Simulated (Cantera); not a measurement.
## SiCl4 + NH3 (silicon nitride deposition)

Input: 1 mol SiCl4, 48 mol NH3, held at 25.5 Torr.

Equilibrium computed with Cantera from the NASA thermochemical tables; the gas is ideal and each condensed phase is pure. Candidate condensed phases: NH4Cl, Si, Si3N4; 28 gas species. The tables' values for SiCl, SiN, SiCl3 are old estimates; treat these amounts as uncertain. Gases not in the tables: Si2H6 and higher silanes. The numbers say what is thermodynamically allowed, not how fast it happens.

```
T (K)  log p H2  log p N2  log p HCl  log p H  log p SiCl2  log p Si  n Si3N4(s)  n Si(l)
-----  --------  --------  ---------  -------  -----------  --------  ----------  -------
1000      -1.61     -2.09      -2.85    -9.45        -9.67      <-13       0.333        0
1100      -1.61     -2.09      -2.85    -8.39        -8.41      <-13       0.333        0
1200      -1.61     -2.09      -2.85    -7.51        -7.36      <-13       0.333        0
1300      -1.61     -2.09      -2.86    -6.76        -6.48    -13.17       0.333        0
1400      -1.61     -2.09      -2.86    -6.12        -5.73    -11.19       0.331        0
1500      -1.61     -2.09      -2.86    -5.56        -5.09     -9.47       0.325        0
1600      -1.61     -2.09      -2.87    -5.07        -4.55     -7.97       0.306        0
1700      -1.61     -2.09      -2.91    -4.64        -4.13     -6.65       0.261        0
1800      -1.61     -2.08      -2.97    -4.25        -3.83     -5.50           0    0.549
1900      -1.61     -2.08      -2.96    -3.91        -3.87     -4.90           0    0.544
2000      -1.62     -2.08      -2.95    -3.60        -3.91     -4.36           0    0.454
2100      -1.62     -2.08      -2.95    -3.32        -3.95     -3.87           0    0.150
```
log p: log10 of the partial pressure in bar; n: condensed amount in mol.

From 1000 K to 1700 K the condensed part is Si3N4(s). From 1800 K to 2100 K the condensed part is Si(l). The main Si-bearing gas is SiCl4 at 1000 K and Si at 2100 K.
